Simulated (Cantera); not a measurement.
Input (Python, Cantera) and output of one run.

```python
import numpy as np
import cantera as ct

gas_names = [...]  # 113 gases of nasa_gas.yaml made of C, H, O, Ti
cond_names = """
    C(gr) C6H6(L) C7H8(L) C8H18(L),n-octa H2O(s) H2O(L) Ti(a) Ti(b) Ti(L) TiC(s) TiC(L) TiO(a) TiO(b)
    TiO(L) TiO2(ru) TiO2(L) Ti2O3(a) Ti2O3(b) Ti2O3(L) Ti3O5(a) Ti3O5(b) Ti3O5(L) Ti4O7(s) Ti4O7(L)
""".split()


# ... load() reads the species with a 1 bar reference pressure and builds the phases ...
atoms = {
    'Ti(OiPr)4': {'Ti': 1, 'C': 12, 'H': 28, 'O': 4},
    'C3H8': {'C': 3, 'H': 8},
    'H2': {'H': 2},
}
top_T = {'C(gr)': 4500}  # K; cautious upper limits of use, not melting points


# ... equilibrate(T, P, feed) seeds the gas with the atoms and calls Mixture.equilibrate('TP', solver="vcs", rtol=1e-11, max_steps=5000) ...
results = []
feed = {'Ti(OiPr)4': 1, 'C3H8': 0.13, 'H2': 2.4}  # mol
T = 1225  # K
for P in [10, 28, 77, 220, 600, 1700, 4600, 13000, 36000, 100000]:
    mix = equilibrate(T, P, feed)
    results.append((T, P, feed, dict(zip(mix.species_names, mix.species_moles))))

top = {s: max(r[3][s] / sum(r[3][g] for g in gas_names) for r in results) for s in gas_names}
cols = sorted((s for s in top if top[s] > 0.0001), key=lambda s: -top[s])[:5]
seen = [c for c in cond_names if any(r[3].get(c, 0) > 1e-12 for r in results)]
print("log10 of partial pressures in bar; condensed amounts in mol")
print(f"{'P/Pa':>10s}" + "".join(f"{s[:9]:>10s}" for s in cols + seen))
for T, P, feed, n in results:
    ng = sum(n[g] for g in gas_names)
    print(f"{P:10.4g}" + "".join(f"{np.log10(max(n[s] / ng * P / 1e5, 1e-99)):10.3f}" for s in cols)
          + "".join(f"{n.get(c, 0):10.4g}" for c in seen))
```

Result:

```
log10 of partial pressures in bar; condensed amounts in mol
      P/Pa        H2        CO       CH4       H2O       CO2     C(gr)    TiC(s)  TiO2(ru)  Ti3O5(b)  Ti4O7(s)
        10    -4.092    -4.719   -10.066   -10.517   -11.310      7.39         1         0         0         0
        28    -3.645    -4.271    -9.172    -9.623   -10.416      7.39         1         0         0         0
        77    -3.206    -3.832    -8.293    -8.744    -9.537      7.39         1         0         0         0
       220    -2.750    -3.376    -7.381    -7.832    -8.625      7.39         1         0         0         0
       600    -2.314    -2.940    -6.510    -6.961    -7.754     7.389         1         0         0         0
      1700    -1.837    -2.615    -5.555    -6.158    -7.104     9.282    0.2895         0    0.2368         0
      4600    -1.394    -2.254    -4.669    -5.354    -6.381     10.05         0         0    0.3333         0
   1.3e+04    -0.941    -1.817    -3.764    -4.464    -5.507     10.12         0         0         0      0.25
   3.6e+04    -0.500    -1.375    -2.882    -3.582    -4.624     10.09         0         0         0      0.25
     1e+05    -0.054    -0.979    -1.990    -2.740    -3.832     10.24         0         1         0         0
```

Method: chemical equilibrium by Gibbs-energy minimisation in Cantera with the NASA 1993 tables (ideal gas, pure condensed phases). The feed counts by its element totals alone. Mutual solubility and eutectic melting of coexisting phases are not modelled. TiC: taken at fixed stoichiometry. Condensed phases not in the tables: Magnéli phases beyond Ti4O7.
